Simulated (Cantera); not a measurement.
Charge: 1 mol Si2Cl6, 33 mol NH3, 1.4 mol N2, held at 0.133 bar.

Method: chemical equilibrium by Gibbs-energy minimisation in Cantera with the NASA 1993 tables (ideal gas, pure condensed phases). Candidate condensed phases: NH4Cl, Si, Si3N4; 28 gas species. The feed counts by its element totals alone. The tables' values for SiCl, SiCl3, SiN are old estimates; treat these amounts as uncertain. Gases not in the tables: Si2H6 and higher silanes. Rates play no part.

At 2025 K, list the 6 most abundant gas species with their mole fractions, and the condensed phases.

H2 0.669, N2 0.253, HCl 0.0595, SiCl2 0.0123, H 0.00431, Si 0.000437. Condensed: Si(l).
